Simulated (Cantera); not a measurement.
An isothermal, constant-pressure homogeneous reactor starts with CH4 : N2 = 1 : 2.5 (molar parts), at 1250 K and 735 Torr. Integrator tolerance rtol = 1e-08.

Detailed kinetics in Cantera: GRI-Mech 3.0 (53 species, 325 reactions). GRI-Mech 3.0 stops at C3 and has no aromatics, soot or wall deposition, so with more carbon than oxygen in the feed, carbon stays in small species such as C2H2 where larger ones or solid carbon would form.

Question: What does this change do: temperature 1250 to 1750 K?

Answer: 
```csv
quantity,before,after
x(CH4) at 30.0 s,0.268 (gas-phase equilibrium 0.154),0.00508 (gas-phase equilibrium 0.00375)
x(C2H) at 30.0 s,1.23e-12 (gas-phase equilibrium 6.78e-12),3.15e-7 (gas-phase equilibrium 1.68e-7)
x(H2) at 30.0 s,0.0192 (gas-phase equilibrium 0.143),0.326 (gas-phase equilibrium 0.328)
x(C2H2) at 30.0 s,0.00540 (gas-phase equilibrium 0.0180),0.108 (gas-phase equilibrium 0.0580)
x(HCN) at 30.0 s,<1e-12 (gas-phase equilibrium 0.0404),3.67e-5 (gas-phase equilibrium 0.102)
x(C2H6) at 30.0 s,0.000139 (gas-phase equilibrium 0.000172),6.22e-7 (gas-phase equilibrium 3.37e-7)
x(H) at 30.0 s,1.51e-8 (gas-phase equilibrium 1.86e-7),0.000135 (gas-phase equilibrium 0.000136)
```
